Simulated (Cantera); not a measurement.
Adiabatic ignition

An adiabatic, constant-volume homogeneous reactor starts with 20.2 % CO, 3.03 % H2, 12.0 % O2, 57.7 % N2, 7.08 % CO2, at 1598 K and 26.6 atm.

Cantera simulation using GRI-Mech 3.0 (53 species, 325 reactions); the numbers are that mechanism's predictions, not measurements. The hydrogen kinetics of GRI-Mech 3.0 are dated; newer H2 mechanisms differ, most at raised pressure. The pressure lies above the range GRI-Mech 3.0 was tuned for (to about 10 atm). Above 3000 K some thermodynamic fits are extrapolated.

```json
[
 {"t (s)": "6.00e-6", "T (K)": "2946", "P (bar)": "45.8", "x CO": "0.0715", "x H2": "0.00115", "x O2": "0.0365", "x H2O": "0.0277", "x H2O2": "5.82e-7"},
 {"t (s)": "1.60e-5", "T (K)": "3002", "P (bar)": "46.5", "x CO": "0.0645", "x H2": "0.00105", "x O2": "0.0320", "x H2O": "0.0282", "x H2O2": "5.99e-7"},
 {"t (s)": "4.29e-5", "T (K)": "2992", "P (bar)": "46.4", "x CO": "0.0645", "x H2": "0.00106", "x O2": "0.0297", "x H2O": "0.0284", "x H2O2": "5.70e-7"},
 {"t (s)": "0.000115", "T (K)": "2981", "P (bar)": "46.2", "x CO": "0.0646", "x H2": "0.00107", "x O2": "0.0274", "x H2O": "0.0285", "x H2O2": "5.40e-7"},
 {"t (s)": "0.000307", "T (K)": "2978", "P (bar)": "46.1", "x CO": "0.0646", "x H2": "0.00108", "x O2": "0.0268", "x H2O": "0.0286", "x H2O2": "5.32e-7"},
 {"t (s)": "0.000820", "T (K)": "2978", "P (bar)": "46.1", "x CO": "0.0646", "x H2": "0.00108", "x O2": "0.0268", "x H2O": "0.0286", "x H2O2": "5.31e-7"},
 {"t (s)": "0.00219", "T (K)": "2978", "P (bar)": "46.1", "x CO": "0.0646", "x H2": "0.00108", "x O2": "0.0268", "x H2O": "0.0286", "x H2O2": "5.31e-7"},
 {"t (s)": "0.00587", "T (K)": "2978", "P (bar)": "46.1", "x CO": "0.0646", "x H2": "0.00108", "x O2": "0.0268", "x H2O": "0.0286", "x H2O2": "5.31e-7"},
 {"t (s)": "0.0157", "T (K)": "2978", "P (bar)": "46.1", "x CO": "0.0646", "x H2": "0.00108", "x O2": "0.0268", "x H2O": "0.0286", "x H2O2": "5.31e-7"},
 {"t (s)": "0.0420", "T (K)": "2978", "P (bar)": "46.1", "x CO": "0.0646", "x H2": "0.00108", "x O2": "0.0268", "x H2O": "0.0286", "x H2O2": "5.31e-7"},
 {"t (s)": "0.112", "T (K)": "2978", "P (bar)": "46.1", "x CO": "0.0646", "x H2": "0.00108", "x O2": "0.0268", "x H2O": "0.0286", "x H2O2": "5.31e-7"},
 {"t (s)": "0.300", "T (K)": "2978", "P (bar)": "46.1", "x CO": "0.0646", "x H2": "0.00108", "x O2": "0.0268", "x H2O": "0.0286", "x H2O2": "5.31e-7"}
]
```
x: mole fraction; the columns are a selection and need not sum to one.

The time of steepest temperature rise comes out as 1.31 µs, the temperature at 0.300 s comes out as 2978 K and the equilibrium temperature is 2978 K. The x(CO) at 0.300 s is 0.0646 (gas-phase equilibrium 0.0646). The x(H2) at 0.300 s comes out as 0.00108 (gas-phase equilibrium 0.00108) and the x(O2) at 0.300 s comes out as 0.0268 (gas-phase equilibrium 0.0268).
